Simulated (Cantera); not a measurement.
Feed: 1 mol CaCO3, 0.86 mol H2, equilibrated at 1850 K and 1.00 bar.

Cantera equilibrium calculation (NASA polynomials, part measured and part estimated; ideal gas, pure solids and liquids). Candidate condensed phases: C, C6H6, C7H8, C8H18, Ca, CaCO3, CaO, Ca(OH)2, H2O; 115 gas species. Rates play no part.

Base state: CO 0.331, H2O 0.331, CO2 0.207, H2 0.132, H 0.000195, OH 3.63e-5 (mole fractions); condensed: CaO(s).

**Question.** What changes in the equilibrium state with this change: H2 from 0.86 to 0.019 mol?

**Answer.** 
| species | before | after |
|---|---|---|
| CO2 | 0.207 | 0.962 |
| CO | 0.331 | 0.0192 |
| H2O | 0.331 | 0.0185 |
| H2 | 0.132 | 9.18e-5 |
| O2 | 4.54e-8 | 0.000292 |
| H | 0.000195 | 5.16e-6 |
| CaO(s), mol | 1.000 | 1.000 |
